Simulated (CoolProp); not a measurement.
Vapour-liquid equilibrium of R152A (1) + isobutene (2) at 0.289 MPa; x and y are mole fractions of (1).

Values from CoolProp's multi-fluid Helmholtz-energy mixture model, Outcalt 1996 and Lemmon 2005; pair parameters Bell 2016.

Question: Give the bubble temperature and the first vapour's composition at x = 0.05, 0.5, 0.95. Is there an azeotrope?

Answer: x = 0.05: 18.3 °C, y = 0.172; x = 0.5: 3.6 °C, y = 0.653; x = 0.95: 2.1 °C, y = 0.939. y crosses x between x = 0.8 and 0.95: the model has an azeotrope there.

The pair parameters rest on a limited set of measurements; away from them the model extrapolates.
